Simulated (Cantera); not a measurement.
A perfectly stirred reactor is fed with CH₄ : H₂ : O₂ = 0.0024 : 1 : 0.0095 (molar parts), equivalence ratio 53, at 0.00987 atm; it is held at 2898 K, and followed from long to short residence time.

Cantera simulation using GRI-Mech 3.0 (53 species, 325 reactions); the numbers are that mechanism's predictions, not measurements. Radical loss at walls, strong at low pressure, is not modelled.

Question: What does this change do: pressure from 0.00987 atm to 0.0132 atm?

Answer: 
| quantity | before | after |
|---|---|---|
| x(CH₄) at τ = 1.40 s | 1.59e-9 | 1.28e-9 |
| x(H₂) at τ = 1.40 s | 0.414 | 0.430 |
| x(O₂) at τ = 1.40 s | 1.50e-5 | 1.40e-5 |
| x(CH₂O) at τ = 1.40 s | 2.53e-11 | 2.23e-11 |
| x(O) at τ = 1.40 s | 0.00237 | 0.00218 |
| x(CH₄) at τ = 17.0 ms | 0.000116 | 6.75e-5 |
| x(H₂) at τ = 17.0 ms | 0.900 | 0.889 |
| x(O₂) at τ = 17.0 ms | 2.39e-5 | 1.58e-5 |
| x(CH₂O) at τ = 17.0 ms | 1.44e-7 | 1.05e-7 |
| x(O) at τ = 17.0 ms | 2.50e-5 | 3.24e-5 |

Question: What does this change do: temperature 2898 to 2323 K?

Answer: 
```
quantity                  before     after
----------------------  --------  --------
x(CH₄) at τ = 1.40 s     1.59e-9   5.61e-6
x(H₂) at τ = 1.40 s        0.414     0.920
x(O₂) at τ = 1.40 s      1.50e-5   6.17e-7
x(CH₂O) at τ = 1.40 s   2.53e-11   5.08e-9
x(O) at τ = 1.40 s       0.00237   7.99e-6
x(CH₄) at τ = 17.0 ms   0.000116  0.000942
x(H₂) at τ = 17.0 ms       0.900     0.957
x(O₂) at τ = 17.0 ms     2.39e-5  0.000128
x(CH₂O) at τ = 17.0 ms   1.44e-7   1.78e-7
x(O) at τ = 17.0 ms      2.50e-5   2.00e-6
```

Question: What does this change do: pressure from 0.00987 atm to 0.0263 atm?

Answer: 
| quantity | before | after |
|---|---|---|
| x(CH₄) at τ = 1.40 s | 1.59e-9 | 9.38e-10 |
| x(H₂) at τ = 1.40 s | 0.414 | 0.508 |
| x(O₂) at τ = 1.40 s | 1.50e-5 | 9.69e-6 |
| x(CH₂O) at τ = 1.40 s | 2.53e-11 | 2.42e-11 |
| x(O) at τ = 1.40 s | 0.00237 | 0.00144 |
| x(CH₄) at τ = 17.0 ms | 0.000116 | 1.06e-5 |
| x(H₂) at τ = 17.0 ms | 0.900 | 0.846 |
| x(O₂) at τ = 17.0 ms | 2.39e-5 | 5.68e-6 |
| x(CH₂O) at τ = 17.0 ms | 1.44e-7 | 3.42e-8 |
| x(O) at τ = 17.0 ms | 2.50e-5 | 7.26e-5 |
